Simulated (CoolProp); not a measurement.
Properties of C2F6 (R116) along the isotherm 45.35 °C.

Model: reference Helmholtz-energy equation of state, Lemmon 2006, in CoolProp. It is a short technical equation, of lower accuracy than the large ones.

```tsv
p (MPa)	phase	cp (kJ/(kg K))	cv (kJ/(kg K))	speed of sound (m/s)	isothermal compressibility (1/MPa)	expansivity (1/kK)
0.286	gas	0.8132	0.7454	141.2	3.583	3.413
0.571	gas	0.8256	0.7488	138.3	1.843	3.726
0.857	gas	0.8398	0.7525	135.3	1.265	4.089
1.14	gas	0.8563	0.7564	132.2	0.9815	4.507
1.43	gas	0.8760	0.7606	128.9	0.8114	5.013
1.71	gas	0.8988	0.7649	125.6	0.7055	5.594
2	gas	0.9272	0.7698	122.1	0.6311	6.319
2.29	gas	0.9621	0.7750	118.5	0.5798	7.208
2.57	gas	1.004	0.7805	114.9	0.5459	8.273
2.86	gas	1.060	0.7867	111.1	0.5233	9.666
3.14	supercritical	1.129	0.7933	107.5	0.5114	11.39
3.43	supercritical	1.225	0.8009	103.8	0.5082	13.74
3.71	supercritical	1.349	0.8089	100.5	0.5127	16.73
4	supercritical	1.521	0.8178	97.59	0.5221	20.77
4.29	supercritical	1.738	0.8265	95.70	0.5270	25.63
4.57	supercritical	1.948	0.8330	95.63	0.5074	29.92
```
